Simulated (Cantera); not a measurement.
A perfectly stirred reactor is fed with CH₄ : O₂ : N₂ = 1 : 1.33 : 5.01 (molar parts), at 0.987 atm; it is adiabatic with a 775 K inlet, and is followed from long to short residence time, starting on the burning branch (τ in s: 0.38, 0.11, 0.03, 0.0084, 0.0024, 0.00067, 0.00019, 5.3e-05, 1.5e-05).

Cantera simulation using GRI-Mech 3.0 (53 species, 325 reactions); the numbers are that mechanism's predictions, not measurements.

Problem. What does this change do: CH4 1 to 0.62 parts?

Solution. 
```csv
quantity,before,after
"blow-out, bracketed by the residence times tried","burning at 0.190 ms, out at 53.0 µs","burning at 53.0 µs, out at 15.0 µs"
x(CH₄) at τ = 0.380 s,1.28e-5,3.44e-7
x(O₂) at τ = 0.380 s,2.46e-5,0.0171
x(CO₂) at τ = 0.380 s,0.0359,0.0749
x(HCN) at τ = 0.380 s,2.51e-6,5.81e-8
x(NO₂) at τ = 0.380 s,1.61e-9,1.37e-6
x(CH₄) at τ = 2.40 ms,0.000329,3.26e-5
x(O₂) at τ = 2.40 ms,0.000828,0.0235
x(CO₂) at τ = 2.40 ms,0.0355,0.0670
x(HCN) at τ = 2.40 ms,0.000157,6.58e-7
x(NO₂) at τ = 2.40 ms,3.75e-9,1.28e-7
```

Problem. What does this change do: inlet temperature 775 to 300 K?

Solution. 
```tsv
quantity	before	after
blow-out, bracketed by the residence times tried	burning at 0.190 ms, out at 53.0 µs	burning at 2.40 ms, out at 0.670 ms
x(CH₄) at τ = 0.380 s	1.28e-5	0.00115
x(O₂) at τ = 0.380 s	2.46e-5	0.000113
x(CO₂) at τ = 0.380 s	0.0359	0.0411
x(HCN) at τ = 0.380 s	2.51e-6	3.61e-5
x(NO₂) at τ = 0.380 s	1.61e-9	9.61e-11
x(CH₄) at τ = 2.40 ms	0.000329	0.00562
x(O₂) at τ = 2.40 ms	0.000828	0.00593
x(CO₂) at τ = 2.40 ms	0.0355	0.0378
x(HCN) at τ = 2.40 ms	0.000157	5.54e-5
x(NO₂) at τ = 2.40 ms	3.75e-9	8.12e-10
```
